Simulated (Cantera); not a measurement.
A diamond (100) surface in a fixed gas of H2 with x(CH4) = 0.0024, x(CH3) = 0.00035, at 1100 K, 0.0987 atm; coverages are run to steady state.

Cantera simulation using the Harris–Goodwin 1993 mechanism for the reconstructed diamond (100) surface; the numbers are that mechanism's predictions, not measurements.

One state of this run: growth (µm/h) = 18.7; θ c6HH = 0.490; θ c6H* = 0.0263; θ c6*H = 0.416; θ c6** = 0.0159; θ c6HM = 0.0343. θ: site fractions in the mechanism's names (c6HH fully hydrogenated, c6H* and c6*H radical sites, c6** diradical, c6HM methylated).

Question: Which value of x(H) does it belong to?
A. 0.028
B. 0.0025
C. 0.0011
D. 0.0055

Answer: B, 0.0025
